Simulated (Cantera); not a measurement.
An isothermal, constant-pressure homogeneous reactor starts with C₂H₄ : H₂ = 1 : 65 (molar parts), at 1873 K and 1.00 atm.

Model: GRI-Mech 3.0 (53 species, 325 reactions), integrated in Cantera. GRI-Mech 3.0 was tuned for natural gas; its chemistry of ethylene as a main component is partial and can be far from experiment. GRI-Mech 3.0 stops at C3 and has no aromatics, soot or wall deposition, so with more carbon than oxygen in the feed, carbon stays in small species such as C2H2 where larger ones or solid carbon would form.

One state of this run: x C₂H₄ = 0.000183; x H₂ = 0.982; x CH₂ = 3.88e-8; x C₂H = 9.85e-8; x CH₄ = 0.00384; x H = 0.000640; x C₂H₂ = 0.0129. x: mole fraction; the columns are a selection and need not sum to one.

**Question.** Which value of t (s) does it belong to?
A) 0.0257
B) 0.000919
C) 3.79
D) 0.136

**Answer.** C, 3.79
